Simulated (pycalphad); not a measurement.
CALPHAD calculation (pycalphad, COST 507 light-alloy database (1999)), 1 atm. These are 1990s assessments: newer ones move some temperatures and phases.

Molar enthalpy of Al-8.89Si (at.%) in equilibrium (SER reference):

| T (°C) | H (kJ/mol) | phases |
|---|---|---|
| 1577 | 59.82 | LIQUID |
| 1502 | 57.47 | LIQUID |
| 1427 | 55.12 | LIQUID |
| 1352 | 52.77 | LIQUID |
| 1277 | 50.41 | LIQUID |
| 1202 | 48.06 | LIQUID |
| 1127 | 45.71 | LIQUID |
| 1052 | 43.36 | LIQUID |
| 977 | 41.01 | LIQUID |
| 902 | 38.66 | LIQUID |
| 827 | 36.31 | LIQUID |
| 752 | 33.96 | LIQUID |
| 677 | 31.62 | LIQUID |
| 602 | 29.30 | LIQUID |
| 527 | 14.07 | FCC_A1 + DIAMOND_A4 |
| 452 | 11.61 | FCC_A1 + DIAMOND_A4 |
| 377 | 9.33 | FCC_A1 + DIAMOND_A4 |
| 302 | 7.18 | FCC_A1 + DIAMOND_A4 |
| 227 | 5.13 | FCC_A1 + DIAMOND_A4 |

Cooling from 602 °C to 527 °C, across the freezing range, releases 15.2 kJ/mol, or 563 J/g. The slope is 31 J/(mol K) in the liquid and 33 J/(mol K) just below the solidus, where it includes any heat of precipitation. Liquidus 601 °C, solidus 577 °C. Changes were sought between steps of 75 K, so a narrower field can be missed.

FCC_A1 is fcc; DIAMOND_A4 is diamond (Si).
